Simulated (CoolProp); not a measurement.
A single-stage vapour-compression cycle with ethanol: evaporating at 311.15 K (dew point), condensing at 380.15 K (bubble point), superheat 5 K, subcooling 0 K, compressor efficiency 0.9, no pressure losses. Each further row changes one setting.

Computed with CoolProp (reference Helmholtz-energy equation of state, Schroeder 2014).

| case | cooling COP | pressure ratio | discharge temperature (K) | refrigerating effect (kJ/kg) | volumetric capacity (kJ/m³) |
|---|---|---|---|---|---|
| as stated | 3.38 | 17.6 | 445.9 | 715 | 204 |
| evaporating temperature 316.15 K | 3.75 | 13.6 | 439.7 | 721 | 262 |
| condensing temperature 375.15 K | 3.70 | 14.9 | 438.0 | 731 | 208 |
| subcooling 5 K | 3.45 | 17.6 | 445.9 | 731 | 208 |
| superheat 15 K | 3.35 | 17.6 | 456.5 | 730 | 201 |
| compressor efficiency 0.8 | 3.00 | 17.6 | 458.9 | 715 | 204 |
